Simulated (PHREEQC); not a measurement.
A solution holds 0.18 mol NH3, 0.28 mol K2SO4 and 0.00015 mol H3BO3 per kg of water, at 25 °C. Closed to the air; pH follows from the charge balance.

Model: ion-association model, phreeqc.dat, run in PHREEQC.

```json
[
 {"quantity": "pH", "before": "11.35", "after": "11.23"},
 {"quantity": "ionic strength (mol/kgw)", "before": "0.643", "after": "0.00194"},
 {"quantity": "NH4+ (mol/kgw)", "before": "0.00284", "after": "0.00194"},
 {"quantity": "H3BO3 (mol/kgw)", "before": "7.47e-7", "after": "1.45e-6"}
]
```

Q: Name the change that produced these shifts.
A. diluted 2-fold with water
B. K2SO4 replaced by KF at the same molality
C. diluted 100-fold with water
D. K2SO4 from 0.28 to 0.056 mol/kgw
E. K2SO4 left out

A: E, K2SO4 left out

This is a speciation only: nothing precipitates in the calculation.
